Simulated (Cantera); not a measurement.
Input (Python, Cantera):

```python
import numpy as np
import cantera as ct

gas = ct.Solution("gri30.yaml")
gas.TPX = 1875, 130000, {'NO': 1, 'N2': 0.2}
reactor = ct.IdealGasConstPressureReactor(gas, energy="off", clone=False)
net = ct.ReactorNet([reactor])
net.rtol, net.atol = 1e-08, 1e-18
show = ['NO', 'O2', 'O', 'NO2', 'N2', 'N2O']
times = np.geomspace(8e-06, 7, 11)

steps = ct.SolutionArray(gas, extra=["t"])
rows = []
print(f"{'t/s':>10s}{'T/K':>9s}{'P/Pa':>11s}" + "".join(f"{s:>11s}" for s in show))
for t in times:
    while net.time < t:
        t_next = net.step()
        steps.append(gas.state, t=t_next)
    rows.append([np.interp(t, steps.t, y) for y in (steps.T, steps.P, *steps(*show).X.T)])
    print(f"{t:10.3e}{rows[-1][0]:9.1f}{rows[-1][1]:11.4g}" + "".join(f"{x:11.3e}" for x in rows[-1][2:]))
rate = np.gradient(steps.T, steps.t)
print("integrator steps:", len(steps.t))
if steps.T.max() > steps.T[0] + 200:
    print(f"time of steepest temperature rise: {steps.t[rate.argmax()]:.4e} s")
gas.TPX = 1875, 130000, {'NO': 1, 'N2': 0.2}
gas.equilibrate("TP")
print(f"equilibrium (TP): T = {gas.T:.1f} K  " + "  ".join(f"{s} {gas[s].X[0]:.3e}" for s in show))
```

It prints:

```
       t/s      T/K       P/Pa         NO         O2          O        NO2         N2        N2O
 8.000e-06   1875.0    1.3e+05  8.333e-01  7.944e-09  1.892e-06  1.310e-06  1.667e-01  3.170e-06
 3.143e-05   1875.0    1.3e+05  8.333e-01  7.372e-08  3.065e-06  9.671e-06  1.667e-01  1.227e-05
 1.235e-04   1875.0    1.3e+05  8.332e-01  7.888e-07  5.080e-06  4.691e-05  1.667e-01  4.553e-05
 4.849e-04   1875.0    1.3e+05  8.329e-01  1.874e-05  1.258e-05  1.979e-04  1.667e-01  1.442e-04
 1.905e-03   1875.0    1.3e+05  8.316e-01  4.072e-04  2.368e-05  4.419e-04  1.672e-01  2.830e-04
 7.483e-03   1875.0    1.3e+05  8.270e-01  2.666e-03  2.672e-05  5.036e-04  1.695e-01  3.053e-04
 2.940e-02   1875.0    1.3e+05  8.092e-01  1.148e-02  3.336e-05  6.300e-04  1.784e-01  2.906e-04
 1.155e-01   1875.0    1.3e+05  7.445e-01  4.358e-02  5.043e-05  9.054e-04  2.107e-01  2.424e-04
 4.536e-01   1875.0    1.3e+05  5.568e-01  1.373e-01  8.161e-05  1.124e-03  3.046e-01  1.321e-04
 1.782e+00   1875.0    1.3e+05  2.491e-01  2.915e-01  1.156e-04  7.227e-04  4.586e-01  2.589e-05
 7.000e+00   1875.0    1.3e+05  5.155e-02  3.907e-01  1.328e-04  1.728e-04  5.575e-01  1.403e-06
integrator steps: 1108
equilibrium (TP): T = 1875.0 K  NO 6.415e-03  O2 4.133e-01  O 1.364e-04  NO2 2.211e-05  N2 5.801e-01  N2O 3.572e-07
```

Detailed kinetics in Cantera: GRI-Mech 3.0 (53 species, 325 reactions).
